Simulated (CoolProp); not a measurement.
Cyclopropane along the isobar 1.5 MPa: Z from the reference equation and from simpler models built on Tc = 398.7 K, pc = 5.605 MPa, ω = 0.131; each cubic takes its own stable root.

The numbers come from the reference Helmholtz-energy equation of state, Polt 1992 in CoolProp. This equation is an older, rougher fit.

```
T (K)  phase  reference  Pitzer virial  van der Waals  Soave-Redlich-Kwong  Peng-Robinson
-----  -----  ---------  -------------  -------------  -------------------  -------------
382.3    gas     0.8860         0.8948         0.9044               0.8877         0.8773
391.3    gas     0.8951         0.9024         0.9101               0.8963         0.8862
400.4    gas     0.9032         0.9094         0.9155               0.9042         0.8943
409.5    gas     0.9104         0.9158         0.9204               0.9114         0.9017
418.6    gas     0.9168         0.9216         0.9250               0.9179         0.9085
427.6    gas     0.9224         0.9269         0.9291               0.9238         0.9146
436.7    gas     0.9275         0.9318         0.9330               0.9293         0.9202
445.8    gas     0.9320         0.9364         0.9366               0.9343         0.9254
454.9    gas     0.9361         0.9406         0.9399               0.9388         0.9302
463.9    gas     0.9398         0.9444         0.9430               0.9430         0.9345
473      gas     0.9432         0.9479         0.9459               0.9469         0.9386
```
